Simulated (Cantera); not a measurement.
# Ignition delay

Mixture: C3H8 : O2 : N2 = 1 : 5 : 18.8 (molar parts), equivalence ratio 1.0, at 11.0 bar, adiabatic and at constant pressure. Ignition delay is the time to a rise of 400 K.

Model: GRI-Mech 3.0 (53 species, 325 reactions), integrated in Cantera. GRI-Mech 3.0 was tuned for natural gas; its chemistry of propane as a main component is partial and can be far from experiment.

| T0 (K) | delay (ms) |
|---|---|
| 1150 | 3.88 |
| 1225 | 1.01 |
| 1300 | 0.284 |
| 1375 | 0.0910 |
| 1450 | 0.0340 |
| 1525 | 0.0148 |
| 1600 | 0.00739 |

```yaml
apparent activation energy between 1450 and 1600 K: 200 kJ/mol
```
